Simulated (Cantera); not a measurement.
Input: 1 mol SiHCl₃, 36 mol N₂, 0.83 mol NH₃, at 1525 K and 5.10 Torr.

Cantera equilibrium calculation (NASA polynomials, part measured and part estimated; ideal gas, pure solids and liquids). Candidate condensed phases: NH₄Cl, Si, Si₃N₄; 28 gas species. The tables' values for SiCl₃ are old estimates; treat these amounts as uncertain. Rates play no part.

Base state: N₂ 0.918, HCl 0.0437, H₂ 0.0224, SiCl₂ 0.0148, SiCl₃ 0.000758, SiCl₄ 0.000115, Cl 6.71e-5, H 4.30e-5 (mole fractions); condensed: Si₃N₄(s).

Question: What changes in the equilibrium state with this change: temperature from 1525 K to 998.15 K?

Answer: 
```tsv
species	before	after
N₂	0.918	0.921
HCl	0.0437	0.0609
H₂	0.0224	0.0144
SiCl₂	0.0148	7.83e-7
SiCl₄	0.000115	0.00403
H	4.30e-5	3.14e-9
Cl	6.71e-5	1.24e-8
SiCl₃	0.000758	1.13e-5
Si₃N₄(s), mol	0.127	0.281
```

Question: What changes in the equilibrium state with this change: 0.28 mol O₂ added?

Answer: 
```tsv
species	before	after
N₂	0.918	0.914
HCl	0.0437	0.0716
H₂	0.0224	0.00846
SiCl₂	0.0148	0.00165
SiO	0	0.00344
SiCl₃	0.000758	0.000225
Cl	6.71e-5	0.000179
H	4.30e-5	2.64e-5
SiCl₄	0.000115	9.13e-5
Si₃N₄(s), mol	0.127	0
SiO₂(β-quartz), mol	0	0.0206
Si₂N₂O(s), mol	0	0.383
```
Mutual solubility and eutectic melting of coexisting phases are not modelled. The tables hold silica as quartz up to 1696 K and as liquid above; real silica turns to tridymite and cristobalite and melts near 1996 K. Further candidate phases: H₂O, SiO₂, Si₂N₂O.

Question: What changes in the equilibrium state with this change: NH₃ from 0.83 to 0.25 mol?

Answer: 
| species | before | after |
|---|---|---|
| N₂ | 0.918 | 0.939 |
| HCl | 0.0437 | 0.0305 |
| SiCl₂ | 0.0148 | 0.0213 |
| H₂ | 0.0224 | 0.00752 |
| SiCl₄ | 0.000115 | 0.000241 |
| SiCl₃ | 0.000758 | 0.00132 |
| H | 4.30e-5 | 2.49e-5 |
| Cl | 6.71e-5 | 8.10e-5 |
| Si₃N₄(s), mol | 0.127 | 0.0407 |
